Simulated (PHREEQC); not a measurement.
Dissolve 1.87 mol/kgw MgSO4 at 25 °C. Closed to the air; pH follows from the charge balance.

All values are PHREEQC results (Pitzer model, pitzer.dat), not measurements.

The ionic strength comes out as 7.48 mol/kgw. What activity coefficients do HSO4-, SO4-2, Mg+2, MgOH+ get?

HSO4- 0.81, SO4-2 0.010, Mg+2 0.22, MgOH+ 0.47. Single-ion values are on the MacInnes scale.

No solid was allowed to form.
